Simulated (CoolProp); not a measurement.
A Linde-Hampson liquefier for dry air: isothermal reversible compression at 230 K from 1 atm to 15 MPa, throttling to 1 atm, return gas leaving the recuperator 10 K below the feed. Each further row changes one setting.

Model: reference Helmholtz-energy equation of state, Lemmon 2000, in CoolProp. It is a pseudo-pure fit of the blend.

```
case                        liquid yield per pass  compression work (kJ/kg of gas)
--------------------------  ---------------------  -------------------------------
as stated                                   0.119                              320
high pressure 30 MPa                        0.180                              363
warm-end temperature 260 K                  0.077                              367
warm-end gap 15 K                           0.106                              320
```
